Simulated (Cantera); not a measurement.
# Thermodynamics of aluminium and copper etching, feed Al + HCl

Input: 1 mol Al, a varied amount of HCl, held at 598.15 K and 30000 Pa.

Cantera equilibrium calculation (NASA polynomials, part measured and part estimated; ideal gas, pure solids and liquids). Candidate condensed phases: Al, AlCl3; 12 gas species. Rates play no part.

From 1.6 mol HCl to 2.2 mol HCl the condensed part is Al(s). From 3 mol HCl to 14 mol HCl nothing is condensed. The main Al-bearing gas is Al2Cl6 throughout.

```
n(HCl) (mol)  log p HCl  log p H2  log p Al2Cl6  log p AlCl3  n Al(s)
------------  ---------  --------  ------------  -----------  -------
1.6               -8.66     -0.65         -1.15        -2.16    0.467
2.2               -8.66     -0.65         -1.15        -2.16    0.267
3                 -7.99     -0.65         -1.15        -2.16        0
4.1               -0.98     -0.84         -1.34        -2.26        0
5.6               -0.77     -1.01         -1.52        -2.35        0
7.6               -0.68     -1.17         -1.68        -2.43        0
10                -0.63     -1.30         -1.82        -2.50        0
14                -0.60     -1.46         -1.99        -2.58        0
```
log p: log10 of the partial pressure in bar; n: condensed amount in mol.
